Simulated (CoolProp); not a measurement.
Hydrogen chloride at several states: density (kg/m³) from the reference equation and from simpler models built on Tc = 51.5 °C, pc = 8.314 MPa, ω = 0.130; each cubic takes its own stable root.

Computed with CoolProp (reference Helmholtz-energy equation of state, Thol 2018).

```json
[
 {"T (°C)": "-53.95", "p (MPa)": "0.228", "phase": "gas", "reference": "4.746"},
 {"T (°C)": "-24.55", "p (MPa)": "31.8", "phase": "liquid", "reference": "1086"},
 {"T (°C)": "-27.95", "p (MPa)": "5.6", "phase": "liquid", "reference": "1039"},
 {"T (°C)": "196.55", "p (MPa)": "0.0762", "phase": "gas", "reference": "0.7122"},
 {"T (°C)": "-86.85", "p (MPa)": "3.9", "phase": "liquid", "reference": "1195"},
 {"T (°C)": "-64.25", "p (MPa)": "15.8", "phase": "liquid", "reference": "1156"}
]
```

Q: How far does each simpler model (van der Waals, Soave-Redlich-Kwong, Peng-Robinson) lie from the reference over these 6 states: mean and median of the absolute difference, and the worst?

A: 
- van der Waals: mean 26.5 %, median 38.2 %, worst -40.6 % at -86.85 °C and 3.9 MPa
- Soave-Redlich-Kwong: mean 8.3 %, median 11.9 %, worst -13.1 % at -27.95 °C and 5.6 MPa
- Peng-Robinson: mean 0.9 %, median 0.8 %, worst -1.7 % at -27.95 °C and 5.6 MPa
